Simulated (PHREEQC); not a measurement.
A column of 0.5 m (30 cells, dispersivity 0.018 m, 60 s a shift, diffusion coefficient 3e-10 m²/s) holds 0.0096 eq of the database's cation exchanger X per kg of pore water, first in equilibrium with 0.016 mol MgCl2 and 1e-05 mol HCl per kg of water. It is flushed with 0.0031 mol KCl, 0.0022 mol CaCl2 and 1e-05 mol HCl per kg of water, at 15 °C. Values are for the last cell. CO2 from the air is kept out. No solid was allowed to form.

Computed with PHREEQC (ion-association model, phreeqc.dat).

| pore volumes | K in solution (mol/kgw) | Ca in solution (mol/kgw) | Mg in solution (mol/kgw) | Cl in solution (mol/kgw) | CaX2 on the exchanger (mol/kgw) | MgX2 on the exchanger (mol/kgw) |
|---|---|---|---|---|---|---|
| 0 | 0 | 0 | 0.0160 | 0.0320 | 0 | 0.00480 |
| 0.5167 | 2.75e-6 | 8.88e-8 | 0.0159 | 0.0318 | (withheld) | 0.00480 |
| 0.85 | 0.000263 | 1.28e-5 | (withheld) | (withheld) | 8.13e-6 | (withheld) |
| 1.35 | 0.00138 | 4.45e-5 | 0.00430 | 0.0101 | 7.33e-5 | 0.00445 |
| 1.85 | 0.00245 | 0.000112 | 0.00250 | 0.00768 | 0.000279 | 0.00392 |
| 2.35 | (withheld) | 0.000401 | 0.00183 | 0.00752 | 0.00104 | 0.00300 |
| 2.683 | 0.00316 | 0.000826 | 0.00134 | 0.00751 | 0.00200 | 0.00204 |
| 3.183 | 0.00316 | 0.00155 | 0.000615 | 0.00751 | 0.00327 | (withheld) |
| 3.683 | 0.00313 | 0.00197 | 0.000217 | 0.00751 | 0.00386 | 0.000267 |
| 4.183 | 0.00311 | (withheld) | 6.87e-5 | 0.00751 | 0.00405 | 8.24e-5 |
| 4.517 | 0.00310 | 0.00217 | 3.10e-5 | 0.00751 | (withheld) | 3.70e-5 |
| 5.017 | 0.00310 | 0.00219 | 9.24e-6 | 0.00751 | 0.00413 | 1.10e-5 |

### Question
What belongs in the gaps?

### Answer

- 0.5167, CaX2 on the exchanger (mol/kgw): 4.26e-8
- 0.85, Mg in solution (mol/kgw): 0.0120
- 0.85, Cl in solution (mol/kgw): 0.0242
- 0.85, MgX2 on the exchanger (mol/kgw): 0.00476
- 2.35, K in solution (mol/kgw): 0.00304
- 3.183, MgX2 on the exchanger (mol/kgw): 0.000817
- 4.183, Ca in solution (mol/kgw): 0.00213
- 4.517, CaX2 on the exchanger (mol/kgw): 0.00410

Complexes and solids missing from the database can't appear.
